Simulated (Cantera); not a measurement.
A closed system holds: 1 mol Mg(OH)₂, 0.0075 mol C, 1.3 mol CO₂, equilibrated at 875 °C and 5.30 bar.

Cantera equilibrium calculation (NASA polynomials, part measured and part estimated; ideal gas, pure solids and liquids). Candidate condensed phases: C, C₆H₆, C₇H₈, C₈H₁₈, H₂O, Mg, MgCO₃, MgO, Mg(OH)₂; 116 gas species. Equilibrium is a limit: real reactors are often held back by kinetics, nucleation or transport.

Base state: CO₂ 0.563, H₂O 0.431, CO 0.00395, H₂ 0.00256 (mole fractions); condensed: MgO(s).

Question: What changes in the equilibrium state with this change: CO₂ from 1.3 to 2.1 mol?

Answer: 
```tsv
species	before	after
CO₂	0.563	0.675
H₂O	0.431	0.320
CO	0.00395	0.00344
H₂	0.00256	0.00138
MgO(s), mol	1.00	1.00
```
